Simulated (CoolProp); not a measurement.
Properties of CH3F (R41) along the isotherm 339.1 K.

Computed with CoolProp (reference Helmholtz-energy equation of state, Lemmon 2006). It is a short technical equation, of lower accuracy than the large ones.

```csv
p (kPa),phase,density (kg/m³),cv (kJ/(kg K)),speed of sound (m/s),fugacity coefficient
46.7,gas,0.5651,0.9306,323.0,0.9975
88.5,gas,1.073,0.9321,322.6,0.9953
168,gas,2.046,…,321.7,0.9910
318,gas,3.906,…,…,0.9830
603,gas,7.525,0.9518,317.2,0.9680
1140,gas,14.68,0.9733,311.5,…
2170,gas,29.84,1.018,300.3,0.8877
4110,gas,65.77,1.118,277.9,0.7933
7790,supercritical,…,1.388,233.2,0.6246
14800,supercritical,516.2,1.248,427.3,…
```

**Question.** What belongs in the gaps?

**Answer.** 
- 168, cv (kJ/(kg K)): 0.9351
- 318, cv (kJ/(kg K)): 0.9408
- 318, speed of sound (m/s): 320.2
- 1140, fugacity coefficient: 0.9400
- 7790, density (kg/m³): 213.3
- 14800, fugacity coefficient: 0.4067
